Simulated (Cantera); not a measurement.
Cantera run:

```python
import numpy as np
import cantera as ct

gas_names = [...]  # 109 gases of nasa_gas.yaml made of C, Cl, H, Si
cond_names = """
    C(gr) C6H6(L) C7H8(L) C8H18(L),n-octa Si(cr) Si(L) SiC(b)
""".split()


# ... load() reads the species with a 1 bar reference pressure and builds the phases ...
atoms = {
    'SiCl4': {'Si': 1, 'CL': 4},
    'C2H2': {'C': 2, 'H': 2},
    'H2': {'H': 2},
    'HCl': {'H': 1, 'CL': 1},
}
top_T = {'C(gr)': 4500, 'SiC(b)': 3050}  # K; cautious upper limits of use, not melting points


# ... equilibrate(T, P, feed) seeds the gas with the atoms and calls Mixture.equilibrate('TP', solver="vcs", rtol=1e-11, max_steps=5000) ...
results = []
feed = {'SiCl4': 1, 'C2H2': 0.34, 'H2': 3.7, 'HCl': 2}  # mol
P = 1000  # Pa
for T in [950, 1100, 1250, 1400, 1550, 1700, 1850, 2000, 2150, 2300, 2450, 2600]:
    mix = equilibrate(T, P, feed)
    results.append((T, P, feed, dict(zip(mix.species_names, mix.species_moles))))
    x = sorted(zip(gas.X, gas.species_names), reverse=True)
    print(f"T = {T:g} K  P = {P:g} Pa  gas = {mix.phase_moles(0):.4g} mol")
    print("   x: " + "  ".join(f"{s} {v:.3e}" for v, s in x if v > 0.0001))
    print("   condensed (mol): " + ("  ".join(f"{mix.phase(i).name} {mix.phase_moles(i):.4g}"
          for i in range(1, mix.n_phases) if mix.phase_moles(i) > 1e-12) or "none"))
```

It prints:

```
T = 950 K  P = 1000 Pa  gas = 7.037 mol
   x: H2 5.717e-01  HCL 2.857e-01  SiCL4 1.407e-01  SiHCL3 1.291e-03  CH4 5.477e-04  SiCL3 1.509e-04
   condensed (mol): C(gr) 0.6761
T = 1100 K  P = 1000 Pa  gas = 7.186 mol
   x: H2 5.201e-01  HCL 3.596e-01  SiCL4 1.153e-01  SiHCL3 2.460e-03  SiCL3 1.907e-03  SiCL2 4.387e-04
   condensed (mol): C(gr) 0.5427  SiC(b) 0.1366
T = 1250 K  P = 1000 Pa  gas = 7.559 mol
   x: HCL 5.275e-01  H2 4.022e-01  SiCL4 5.912e-02  SiCL3 5.699e-03  SiCL2 3.932e-03  SiHCL3 1.604e-03
   condensed (mol): C(gr) 0.2117  SiC(b) 0.4681
T = 1400 K  P = 1000 Pa  gas = 7.84 mol
   x: HCL 6.221e-01  H2 3.314e-01  SiCL4 2.027e-02  SiCL2 1.653e-02  SiCL3 8.885e-03  SiHCL3 7.643e-04
   condensed (mol): C(gr) 0.04419  SiC(b) 0.6358
T = 1550 K  P = 1000 Pa  gas = 7.973 mol
   x: HCL 6.350e-01  H2 3.144e-01  SiCL2 3.762e-02  SiCL3 7.775e-03  SiCL4 4.476e-03  CL 2.847e-04  SiHCL3 2.725e-04  H 1.766e-04
   condensed (mol): C(gr) 0.07974  SiC(b) 0.6002
T = 1700 K  P = 1000 Pa  gas = 8.02 mol
   x: HCL 6.070e-01  H2 3.245e-01  SiCL2 6.033e-02  SiCL3 5.175e-03  CL 1.221e-03  SiCL4 8.738e-04  H 8.393e-04
   condensed (mol): C(gr) 0.2128  SiC(b) 0.4668
T = 1850 K  P = 1000 Pa  gas = 8.054 mol
   x: HCL 5.666e-01  H2 3.408e-01  SiCL2 8.185e-02  CL 3.973e-03  SiCL3 3.239e-03  H 3.145e-03  SiCL4 1.887e-04  SiCL 1.221e-04
   condensed (mol): C(gr) 0.3669  SiC(b) 0.3117
T = 2000 K  P = 1000 Pa  gas = 8.118 mol
   x: HCL 5.210e-01  H2 3.552e-01  SiCL2 1.003e-01  CL 1.059e-02  H 9.692e-03  SiCL3 2.015e-03  SiCL 6.203e-04  C2H2,acetylene 2.729e-04  Si 2.387e-04
   condensed (mol): C(gr) 0.5138  SiC(b) 0.1615
T = 2150 K  P = 1000 Pa  gas = 8.269 mol
   x: HCL 4.688e-01  H2 3.617e-01  SiCL2 1.133e-01  H 2.536e-02  CL 2.405e-02  SiCL 2.437e-03  Si 2.061e-03  SiCL3 1.243e-03  C2H2,acetylene 7.006e-04  SiC2 1.630e-04  Si2C 1.014e-04
   condensed (mol): C(gr) 0.6525  SiC(b) 0.01222
T = 2300 K  P = 1000 Pa  gas = 8.626 mol
   x: HCL 4.390e-01  H2 3.352e-01  SiCL2 9.791e-02  H 5.603e-02  CL 5.285e-02  Si 9.051e-03  SiCL 5.792e-03  C2H2,acetylene 1.448e-03  SiC2 1.250e-03  SiCL3 6.855e-04  Si2C 4.977e-04  SiH 1.925e-04
   condensed (mol): C(gr) 0.6285
T = 2450 K  P = 1000 Pa  gas = 9.375 mol
   x: HCL 3.953e-01  H2 2.837e-01  H 1.070e-01  CL 1.059e-01  SiCL2 6.430e-02  Si 2.463e-02  SiCL 9.210e-03  SiC2 5.514e-03  C2H2,acetylene 2.475e-03  Si2C 1.105e-03  SiH 3.745e-04  SiCL3 3.051e-04
   condensed (mol): C(gr) 0.5168
T = 2600 K  P = 1000 Pa  gas = 10.63 mol
   x: HCL 3.191e-01  H2 2.206e-01  CL 1.828e-01  H 1.803e-01  Si 4.142e-02  SiCL2 2.673e-02  SiC2 1.416e-02  SiCL 8.973e-03  C2H2,acetylene 3.578e-03  Si2C 1.073e-03  SiH 4.441e-04  C2H 2.573e-04  C3 2.215e-04
   condensed (mol): C(gr) 0.275
```

These are equilibrium values from Cantera (NASA tables, ideal gas, pure condensed phases), not measurements of a reactor. The tables' values for SiCl, SiCl3 are old estimates; treat these amounts as uncertain. Gases not in the tables: Si2H6 and higher silanes.
